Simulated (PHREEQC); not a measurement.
A solution holds 0.09 mol/kgw HF, at 25 °C. Closed to the air; pH follows from the charge balance.

Equilibrium calculation in PHREEQC: ion-association model, phreeqc.dat.

| quantity | before | after |
|---|---|---|
| pH | 2.08 | 2.67 |
| HF (mol/kgw) | 0.0788 | 0.00669 |
| F- (mol/kgw) | 0.00699 | 0.00219 |
| HF2- (mol/kgw) | 0.00211 | 5.64e-5 |

What was changed between the two runs?
A) temperature from 25 to 50 °C
B) HF from 0.09 to 0.045 mol/kgw
C) HF from 0.09 to 0.009 mol/kgw
D) 0.12 mol/kgw Na2SO4 added
E) diluted 2-fold with water

C, HF from 0.09 to 0.009 mol/kgw

Precipitation was switched off in this run.
